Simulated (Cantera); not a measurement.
Low-pressure radical oxidation in H2/O2

An isothermal, constant-pressure homogeneous reactor starts with H2 : O2 : N2 = 0.31 : 1 : 0.13 (molar parts), at 1425 K and 9.75 Torr.

Cantera simulation using the H2/O2 subset of GRI-Mech 3.0, which has no nitrogen chemistry; the numbers are that mechanism's predictions, not measurements. Radical loss at walls, strong at low pressure, is not modelled. The temperature is held fixed by assumption; the heat of reaction is taken as removed at once.

```
t (s)         x H2   x O2    x HO2       x H     x H2O
--------  --------  -----  -------  --------  --------
3.00e-6      0.215  0.694  1.44e-8   1.37e-8  6.70e-11
9.17e-6      0.215  0.694  4.39e-8   3.93e-8   1.69e-9
2.80e-5      0.215  0.694  1.34e-7   1.24e-7   3.76e-8
8.57e-5      0.215  0.694  4.09e-7   8.56e-7   9.47e-7
0.000262     0.215  0.694  1.29e-6  0.000113  0.000184
0.000801    0.0136  0.562  4.55e-6    0.0673     0.159
0.00245     0.0120  0.566  4.63e-6    0.0611     0.165
0.00749     0.0105  0.582  4.84e-6    0.0466     0.179
0.0229     0.00637  0.615  4.96e-6    0.0196     0.208
0.0700     0.00152  0.647  3.28e-6   0.00209     0.233
0.214     0.000178  0.656  8.46e-7   8.19e-5     0.240
0.654      2.46e-5  0.657  1.91e-7   4.22e-6     0.241
2.00       5.00e-6  0.657  1.11e-7   3.89e-7     0.241
```
x: mole fraction; the columns are a selection and need not sum to one.

Equilibrium at this temperature and pressure: H2 1.73e-6, O2 0.657, HO2 1.36e-7, H 7.92e-8, H2O 0.241 (gas phase only).
